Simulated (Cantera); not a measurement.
Stirred combustor or abatement burner

A perfectly stirred reactor is fed with 5.65 % CH4, 19.8 % O2, 74.5 % N2, at 21000 Pa; it is adiabatic with a 550 K inlet, and is followed from long to short residence time, starting on the burning branch (τ in s: 0.059, 0.021, 0.0079, 0.0029, 0.0011, 0.00039, 0.00014, 5.2e-05, 1.9e-05).

Model: GRI-Mech 3.0 (53 species, 325 reactions), integrated in Cantera.

```tsv
τ (s)	T (K)	x CH4	x O2	x C2H4	x NO	x C2H6	x CH2O
0.059	1763	1.96e-5	0.0849	6.72e-10	1.72e-5	4.09e-11	2.52e-6
0.021	1731	3.89e-5	0.0852	1.52e-9	1.19e-5	1.01e-10	4.94e-6
0.0079	1686	7.92e-5	0.0859	3.99e-9	8.88e-6	2.92e-10	9.55e-6
0.0029	1624	0.000184	0.0876	1.46e-8	6.30e-6	1.24e-9	2.01e-5
0.0011	1548	0.000504	0.0915	8.41e-8	3.52e-6	9.12e-9	4.81e-5
0.00039	550	0.0565	0.198	<1e-12	<1e-12	<1e-12	<1e-12
0.00014	550	0.0565	0.198	<1e-12	<1e-12	<1e-12	<1e-12
5.2e-5	550	0.0565	0.198	<1e-12	<1e-12	<1e-12	<1e-12
1.9e-5	550	0.0565	0.198	<1e-12	<1e-12	<1e-12	<1e-12
```
x: mole fraction; the columns are a selection and need not sum to one.
